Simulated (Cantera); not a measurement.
Cantera run, input and output.

```python
import numpy as np
import cantera as ct

gas = ct.Solution("gri30.yaml")


def delay(T, t_max=10):
    gas.TPX = T, 84000, {'H2': 1, 'O2': 0.278, 'N2': 1.39}
    reactor = ct.IdealGasConstPressureReactor(gas, clone=False)
    net = ct.ReactorNet([reactor])
    net.rtol, net.atol = 1e-8, 1e-16
    while net.time < t_max:
        t_old, T_old = net.time, reactor.T
        net.step()
        if reactor.T > T + 400:  # ignition: a rise of 400 K
            return t_old + (T + 400 - T_old) / (reactor.T - T_old) * (net.time - t_old)
    return np.nan


taus = []
for T in [1450, 1525, 1600, 1675, 1750]:
    taus.append(delay(T))
    print(f"T0 = {T:6g} K   tau = {taus[-1]:.4e} s")

# d ln(tau) / d ln(k), from doubling and halving each rate constant
T, sens = 1750, []
for i in range(gas.n_reactions):
    gas.set_multiplier(2.0, i)
    up = delay(T)
    gas.set_multiplier(0.5, i)
    down = delay(T)
    gas.set_multiplier(1.0, i)
    sens.append((np.log(up / down) / np.log(4.0), gas.reaction(i).equation))
sens.sort(key=lambda x: -abs(x[0]))
print(f"sensitivities at {T} K")
for s, eq in sens[:10]:
    print(f"{s:8.3f}  {eq}")
```

Output:

```
T0 =   1450 K   tau = 3.2426e-05 s
T0 =   1525 K   tau = 2.9560e-05 s
T0 =   1600 K   tau = 2.8318e-05 s
T0 =   1675 K   tau = 2.8234e-05 s
T0 =   1750 K   tau = 2.9036e-05 s
sensitivities at 1750 K
  -0.238  H + OH + M <=> H2O + M
  -0.214  H + O2 <=> O + OH
  -0.182  2 H + H2O <=> H2 + H2O
  -0.092  H + O2 + H2O <=> HO2 + H2O
  -0.087  2 H + M <=> H2 + M
  -0.039  H2 + O <=> H + OH
  -0.034  2 H + H2 <=> H2 + H2
  -0.027  H + HO2 <=> H2 + O2
  -0.025  H + O2 + M <=> HO2 + M
  -0.023  H2 + OH <=> H + H2O
```

Cantera simulation using GRI-Mech 3.0 (53 species, 325 reactions); the numbers are that mechanism's predictions, not measurements. Where the delays flatten at high temperature, the 400 K rule measures the pace of heat release, not the induction time.
